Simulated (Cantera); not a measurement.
An isothermal, constant-pressure homogeneous reactor starts with NH3 : H2 = 1 : 0.2 (molar parts), at 1750 K and 0.0464 atm. Integrator tolerance rtol = 1e-08.

Cantera simulation using the gas-phase N/H chemistry of the illustrative SiF4/NH3 mechanism in the Surface Chemkin manual (1991); the numbers are that mechanism's predictions, not measurements. Walls and surfaces, which speed up NH3 decomposition in real reactors, are not modelled.

**Question.** What does this change do: pressure from 0.0464 atm to 0.0158 atm?

**Answer.** 
```json
[
 {"quantity": "x(NH3) at 20.0 s", "before": "0.102 (gas-phase equilibrium 4.89e-7)", "after": "0.237 (gas-phase equilibrium 1.66e-7)"},
 {"quantity": "x(H2) at 20.0 s", "before": "0.698 (gas-phase equilibrium 0.772)", "after": "0.600 (gas-phase equilibrium 0.771)"},
 {"quantity": "x(NH2) at 20.0 s", "before": "8.60e-5 (gas-phase equilibrium 1.57e-9)", "after": "0.000178 (gas-phase equilibrium 9.14e-10)"},
 {"quantity": "x(NH) at 20.0 s", "before": "1.45e-6 (gas-phase equilibrium 1.02e-10)", "after": "2.64e-6 (gas-phase equilibrium 1.02e-10)"},
 {"quantity": "x(N2) at 20.0 s", "before": "0.199 (gas-phase equilibrium 0.227)", "after": "0.163 (gas-phase equilibrium 0.227)"},
 {"quantity": "x(N2H4) at 20.0 s", "before": "1.66e-9 (gas-phase equilibrium <1e-12)", "after": "2.43e-9 (gas-phase equilibrium <1e-12)"},
 {"quantity": "x(H) at 20.0 s", "before": "0.000226 (gas-phase equilibrium 0.000949)", "after": "0.000174 (gas-phase equilibrium 0.00163)"}
]
```

**Question.** What does this change do: pressure from 0.0464 atm to 1.00 atm?

**Answer.** 
```csv
quantity,before,after
x(NH3) at 20.0 s,0.102 (gas-phase equilibrium 4.89e-7),0.00710 (gas-phase equilibrium 1.06e-5)
x(H2) at 20.0 s,0.698 (gas-phase equilibrium 0.772),0.767 (gas-phase equilibrium 0.773)
x(NH2) at 20.0 s,8.60e-5 (gas-phase equilibrium 1.57e-9),4.81e-6 (gas-phase equilibrium 7.28e-9)
x(NH) at 20.0 s,1.45e-6 (gas-phase equilibrium 1.02e-10),6.63e-8 (gas-phase equilibrium 1.02e-10)
x(N2) at 20.0 s,0.199 (gas-phase equilibrium 0.227),0.225 (gas-phase equilibrium 0.227)
x(N2H4) at 20.0 s,1.66e-9 (gas-phase equilibrium <1e-12),1.12e-10 (gas-phase equilibrium <1e-12)
x(H) at 20.0 s,0.000226 (gas-phase equilibrium 0.000949),0.000200 (gas-phase equilibrium 0.000204)
```
